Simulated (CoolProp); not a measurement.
Vapour-liquid equilibrium of propane (1) + R227EA (2) at -31.35 °C; x and y are mole fractions of (1).

Values from CoolProp's multi-fluid Helmholtz-energy mixture model, Lemmon 2009 and Lemmon 2016; pair parameters Bell 2016.

Give the bubble pressure and the first vapour's composition at x = 0.2, 0.35, 0.8. Is there an azeotrope?

x = 0.2: 1.302 bar, y = 0.662; x = 0.35: 1.529 bar, y = 0.735; x = 0.8: 1.678 bar, y = 0.820. y crosses x between x = 0.8 and 0.95: the model has an azeotrope there.

Pair parameters are fitted to limited data, so mixtures are less certain than the pure fluids. With so large a gap from Raoult's law the liquid may split in two, which this calculation doesn't test in full.
